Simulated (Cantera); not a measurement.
Cantera with NASA thermochemical tables; ideal gases at 1 bar, condensed phases pure. Values are per mole of reaction as written; species without (g) are pure solids or liquids, kept so even where they would boil at 1 bar.

SF4(g) + 2 CaS = 2 CaF2 + 3 S

```csv
T (K),ΔH° (kJ),ΔS° (J/K),ΔG° (kJ),log10 K,condensed phases
300,-742.1,-179.3,-688.3,119.85,"CaS(s), CaF2(s), S(s)"
575,-718.4,-123.8,-647.2,58.79,"CaS(s), CaF2(s), S(l)"
625,-715.3,-118.6,-641.2,53.59,"CaS(s), CaF2(s), S(l)"
675,-712.6,-114.4,-635.4,49.17,"CaS(s), CaF2(s), S(l)"
725,…,…,…,…,"CaS(s), CaF2(s), S(l)"
775,-707.7,-107.7,-624.3,42.07,"CaS(s), CaF2(s), S(l)"
825,…,…,…,…,"CaS(s), CaF2(s), S(l)"
875,-702.0,-100.8,-613.8,36.64,"CaS(s), CaF2(s), S(l)"
925,…,…,…,…,"CaS(s), CaF2(s), S(l)"
975,-695.2,-93.4,-604.1,32.36,"CaS(s), CaF2(s), S(l)"
1025,-692.0,-90.2,-599.5,30.55,"CaS(s), CaF2(s), S(l)"
```

Task: What belongs in the gaps?

Result: 
- 725, ΔH° (kJ): -710.1
- 725, ΔS° (J/K): -110.9
- 725, ΔG° (kJ): -629.7
- 725, log10 K: 45.37
- 825, ΔH° (kJ): -705.0
- 825, ΔS° (J/K): -104.3
- 825, ΔG° (kJ): -619.0
- 825, log10 K: 39.19
- 925, ΔH° (kJ): -698.6
- 925, ΔS° (J/K): -97.0
- 925, ΔG° (kJ): -608.9
- 925, log10 K: 34.38
